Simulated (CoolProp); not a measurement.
Computed with CoolProp (reference Helmholtz-energy equation of state, Lemmon 2013).

Problem. Give the vapour pressure (MPa), liquid density (kg/m³), vapour Z, surface tension (mN/m) of saturated propylene at 223.7 K.

Solution. 
```json
[
 {"T (K)": "223.7", "p (MPa)": "0.0932", "liquid density (kg/m³)": "612", "vapour Z": "0.966", "surface tension (mN/m)": "17.0"}
]
```

Surface tension comes from a separate correlation (Mulero 2012).
